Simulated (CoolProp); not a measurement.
A simple Rankine cycle with tetrahydrofuran: condensing at 330.15 K, boiler at 0.252 MPa, turbine inlet 520.3 K, turbine efficiency 0.8, pump efficiency 0.7, no recuperator. Each further row changes one setting.

Values from CoolProp's reference Helmholtz-energy equation of state, Fiedler 2023.

| case | thermal efficiency (%) | net work (kJ/kg) | heat in (kJ/kg) | turbine exit temperature (K) | volume ratio over the turbine |
|---|---|---|---|---|---|
| as stated | 7.6 | 54.9 | 721 | [?] | 3.19 |
| turbine inlet 540.3 K | 7.5 | [?] | 760 | 509.4 | 3.19 |
| condensing temperature 322.15 K | 9.2 | 67.3 | 735 | [?] | [?] |
| boiler pressure 0.176 MPa | 5.4 | 39.2 | 722 | 498.7 | 2.26 |
| turbine efficiency 0.7 | [?] | [?] | 721 | 493.2 | 3.22 |

**Question.** What belongs in the gaps?

**Answer.** 
- as stated, turbine exit temperature (K): 489.5
- turbine inlet 540.3 K, net work (kJ/kg): 57.2
- condensing temperature 322.15 K, turbine exit temperature (K): 482.4
- condensing temperature 322.15 K, volume ratio over the turbine: 4.18
- turbine efficiency 0.7, thermal efficiency (%): 6.7
- turbine efficiency 0.7, net work (kJ/kg): 48.0
